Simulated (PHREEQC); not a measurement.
Solution (20 °C): 17 mmol/kgw NH3, 1.6 mmol/kgw CO2 and 6.4 mmol/kgw K3PO4. Closed to the air; pH follows from the charge balance.

All values are PHREEQC results (ion-association model, wateq4f.dat), not measurements.

| quantity | before | after |
|---|---|---|
| pH | 11.44 | 11.64 |
| CO3-2 (mol/kgw) | 0.00152 | 0.00155 |
| PO4-3 (mol/kgw) | 0.00124 | 0.00293 |
| KHPO4- (mol/kgw) | 9.95e-5 | 0.000171 |

Question: Name the change that produced these shifts.
A) diluted 5-fold with water
B) K3PO4 from 0.0064 to 0.0096 mol/kgw
C) CO2 from 0.0016 to 0.00032 mol/kgw
D) CO2 replaced by K2CO3 at the same molality
E) diluted 100-fold with water

Answer: B, K3PO4 from 0.0064 to 0.0096 mol/kgw

This is a speciation only: nothing precipitates in the calculation. H3PO4, which wateq4f.dat lacks, is added to it with the constant of phreeqc.dat.
